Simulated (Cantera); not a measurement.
Mixture: CH4 : O2 : N2 = 1 : 0.952 : 4.48 (molar parts), equivalence ratio 2.1, at 3.40 bar, adiabatic and at constant volume. Ignition delay is the time to a rise of 400 K.

Cantera simulation using GRI-Mech 3.0 (53 species, 325 reactions); the numbers are that mechanism's predictions, not measurements.

Task: Predict: delay at 1075 K; delay at 1225 K; delay at 1375 K; delay at 1525 K; delay at 1675 K; apparent activation energy between 1525 and 1675 K.

Result: 
```json
{
 "delay at 1075 K": "0.152 s",
 "delay at 1225 K": "18.3 ms",
 "delay at 1375 K": "2.90 ms",
 "delay at 1525 K": "0.556 ms",
 "delay at 1675 K": "0.131 ms",
 "apparent activation energy between 1525 and 1675 K": "200 kJ/mol"
}
```
